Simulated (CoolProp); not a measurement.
A simple Rankine cycle with o-xylene: condensing at 327.15 K, boiler at 0.947 MPa, turbine inlet 529.6 K, turbine efficiency 0.9, pump efficiency 0.7, no recuperator. Each further row changes one setting.

The numbers come from the reference Helmholtz-energy equation of state, Zhou 2012 in CoolProp.

```
case                             thermal efficiency (%)  net work (kJ/kg)  heat in (kJ/kg)  turbine exit temperature (K)  volume ratio over the turbine
-------------------------------  ----------------------  ----------------  ---------------  ----------------------------  -----------------------------
as stated                                          23.9               169              707                         421.9                            230
turbine inlet 549.6 K                              23.6               178              753                         443.3                            223
condensing temperature 319.15 K                    25.0               180              722                         415.2                            334
boiler pressure 0.663 MPa                          22.7               163              719                         432.3                            151
turbine efficiency 0.8                             21.2               150              707                         432.9                            236
```
